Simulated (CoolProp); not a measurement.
Dodecamethylcyclohexasiloxane (D6) along the isobar 6.26 bar: fugacity coefficient from the reference equation and from simpler models built on Tc = 645.8 K, pc = 9.614 bar, ω = 0.736; each cubic takes its own stable root.

Model: reference Helmholtz-energy equation of state, Colonna 2008, in CoolProp. It is a short technical equation, of lower accuracy than the large ones.

```tsv
T (K)	phase	reference
396.9	liquid	0.003885
421.7	liquid	0.01072
446.5	liquid	0.02534
471.3	liquid	0.05271
496	liquid	0.09833
520.8	liquid	0.1681
545.6	liquid	0.2662
570.4	liquid	0.3942
595.2	liquid	0.5498
620	gas	0.7104
```

How far does each simpler model (van der Waals, Redlich-Kwong, Soave-Redlich-Kwong, Peng-Robinson) lie from the reference over these 10 states: mean and median of the absolute difference, and the worst?


- van der Waals: mean 835.8 %, median 275.8 %, worst +4044.1 % at 396.9 K and 6.26 bar
- Redlich-Kwong: mean 271.8 %, median 141.2 %, worst +1022.3 % at 396.9 K and 6.26 bar
- Soave-Redlich-Kwong: mean 3.2 %, median 3.6 %, worst +6.1 % at 595.2 K and 6.26 bar
- Peng-Robinson: mean 4.4 %, median 3.4 %, worst +10.1 % at 396.9 K and 6.26 bar

At some of these states van der Waals gives the other phase, because its saturation line lies elsewhere.
